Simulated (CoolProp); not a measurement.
Vapour pressure (MPa) of p-xylene: the reference equation beside estimates from Tc = 616.2 K, pc = 3.532 MPa, ω = 0.324. Clausius-Clapeyron is anchored at 471 K with a constant enthalpy of vaporisation of 31.37 kJ/mol.

Model: reference Helmholtz-energy equation of state, Zhou 2012, in CoolProp.

```tsv
T (K)	reference	Lee-Kesler	Clausius-Clapeyron	van der Waals	Redlich-Kwong	Soave-Redlich-Kwong	Peng-Robinson
471	0.3960	0.4011	0.3960	1.093	0.6226	0.4017	?
477.5	0.4491	0.4554	0.4417	1.167	0.6896	0.4564	0.4512
484	0.5075	0.5150	0.4911	1.243	0.7615	0.5166	0.5104
490.4	0.5704	0.5792	?	1.322	0.8372	0.5816	0.5743
496.9	0.6401	0.6503	0.6013	1.405	0.9192	0.6538	0.6452
503.4	0.7161	0.7276	0.6632	?	1.007	0.7324	0.7226
509.9	0.7988	0.8117	0.7297	1.580	1.100	0.8179	0.8069
516.3	?	0.9013	0.7998	1.672	1.197	0.9092	0.8969
522.8	0.9841	0.9996	0.8759	1.767	1.301	1.010	0.9959
529.3	1.089	?	0.9571	1.867	1.411	1.118	1.103
535.8	1.202	1.220	1.044	?	1.528	1.235	1.218
542.3	1.324	1.343	1.135	2.075	1.651	1.360	1.343
548.7	1.453	1.473	1.231	2.183	1.778	1.492	1.474
555.2	1.594	1.614	1.335	2.296	1.913	1.637	1.618
```

Some entries are withheld; supply them.


- 471, Peng-Robinson: 0.3974
- 490.4, Clausius-Clapeyron: 0.5437
- 503.4, van der Waals: 1.491
- 516.3, reference: 0.8870
- 529.3, Lee-Kesler: 1.106
- 535.8, van der Waals: 1.969

Absolute difference from the reference over all 14 rows, mean and median: Lee-Kesler 1.5 and 1.5 %, Clausius-Clapeyron 8.8 and 9.2 %, van der Waals 99.5 and 93.1 %, Redlich-Kwong 37.2 and 36.3 %, Soave-Redlich-Kwong 2.3 and 2.4 %, Peng-Robinson 1.0 and 1.1 %.
